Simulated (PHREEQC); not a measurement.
0.5 mol of Gypsum (CaSO4:2H2O) is brought to equilibrium with 1 kg of water holding 0.0025 mol/kgw NaCl, with rising amounts of LiCl, at 25 °C. Oxygen is held at 0.21 atm. The system is closed to CO2. Only these solids could form: Gypsum.

The numbers come from PHREEQC with the ion-association model, wateq4f.dat.

| LiCl added (mol) | dissolved Ca (mol/kgw) | dissolved S (mol/kgw) | LiSO4- (mol/kgw) |
|---|---|---|---|
| 0 | 0.0159 | 0.0159 | 0 |
| 0.0208 | 0.0176 | 0.0176 | 0.000444 |
| 0.0417 | 0.0190 | 0.0190 | 0.000876 |
| 0.0625 | 0.0201 | 0.0201 | 0.00129 |
| 0.0833 | 0.0212 | 0.0212 | 0.00170 |
| 0.104 | 0.0221 | 0.0221 | 0.00210 |
| 0.125 | 0.0230 | 0.0230 | 0.00249 |
| 0.146 | 0.0238 | 0.0238 | 0.00288 |
| 0.167 | 0.0246 | 0.0246 | 0.00326 |
| 0.188 | 0.0253 | 0.0253 | 0.00363 |
| 0.208 | 0.0260 | 0.0260 | 0.00397 |
| 0.229 | 0.0266 | 0.0266 | 0.00433 |
| 0.25 | 0.0273 | 0.0273 | 0.00468 |
